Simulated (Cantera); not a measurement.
Input (Python, Cantera):

```python
import numpy as np
import cantera as ct

gas = ct.Solution("gri30.yaml")
gas.TPX = 1650, 22000, {'CH4': 1, 'N2': 2}
reactor = ct.IdealGasConstPressureReactor(gas, energy="off", clone=False)
net = ct.ReactorNet([reactor])
net.rtol, net.atol = 1e-08, 1e-18
show = ['CH4', 'H2', 'H', 'CH2', 'C2H6']
times = np.geomspace(2e-05, 6, 11)

steps = ct.SolutionArray(gas, extra=["t"])
rows = []
print(f"{'t/s':>10s}{'T/K':>9s}{'P/Pa':>11s}" + "".join(f"{s:>11s}" for s in show))
for t in times:
    while net.time < t:
        t_next = net.step()
        steps.append(gas.state, t=t_next)
    rows.append([np.interp(t, steps.t, y) for y in (steps.T, steps.P, *steps(*show).X.T)])
    print(f"{t:10.3e}{rows[-1][0]:9.1f}{rows[-1][1]:11.4g}" + "".join(f"{x:11.3e}" for x in rows[-1][2:]))
rate = np.gradient(steps.T, steps.t)
print("integrator steps:", len(steps.t))
if steps.T.max() > steps.T[0] + 200:
    print(f"time of steepest temperature rise: {steps.t[rate.argmax()]:.4e} s")
gas.TPX = 1650, 22000, {'CH4': 1, 'N2': 2}
gas.equilibrate("TP")
print(f"equilibrium (TP): T = {gas.T:.1f} K  " + "  ".join(f"{s} {gas[s].X[0]:.3e}" for s in show))
```

Result:

```
       t/s      T/K       P/Pa        CH4         H2          H        CH2       C2H6
 2.000e-05   1650.0    2.2e+04  3.333e-01  1.026e-05  2.494e-07  7.163e-11  2.877e-09
 7.059e-05   1650.0    2.2e+04  3.332e-01  3.704e-05  2.538e-07  8.180e-10  1.254e-07
 2.491e-04   1650.0    2.2e+04  3.330e-01  1.401e-04  3.076e-07  9.103e-09  4.718e-06
 8.794e-04   1650.0    2.2e+04  3.319e-01  7.817e-04  7.738e-07  6.919e-08  1.017e-04
 3.104e-03   1650.0    2.2e+04  3.229e-01  7.963e-03  4.052e-06  2.759e-07  6.493e-04
 1.095e-02   1650.0    2.2e+04  2.706e-01  6.172e-02  1.935e-05  3.284e-07  6.674e-04
 3.866e-02   1650.0    2.2e+04  1.797e-01  1.694e-01  4.194e-05  1.822e-07  2.150e-04
 1.365e-01   1650.0    2.2e+04  8.538e-02  2.778e-01  7.047e-05  9.954e-08  4.803e-05
 4.816e-01   1650.0    2.2e+04  2.631e-02  3.448e-01  9.988e-05  4.241e-08  5.458e-06
 1.700e+00   1650.0    2.2e+04  7.016e-03  3.665e-01  1.155e-04  1.377e-08  5.048e-07
 6.000e+00   1650.0    2.2e+04  3.511e-03  3.705e-01  1.186e-04  7.179e-09  1.874e-07
integrator steps: 1438
equilibrium (TP): T = 1650.0 K  CH4 2.628e-03  H2 3.717e-01  H 1.189e-04  CH2 5.366e-09  C2H6 1.078e-07
```

Model: GRI-Mech 3.0 (53 species, 325 reactions), integrated in Cantera. GRI-Mech 3.0 stops at C3 and has no aromatics, soot or wall deposition, so with more carbon than oxygen in the feed, carbon stays in small species such as C2H2 where larger ones or solid carbon would form.
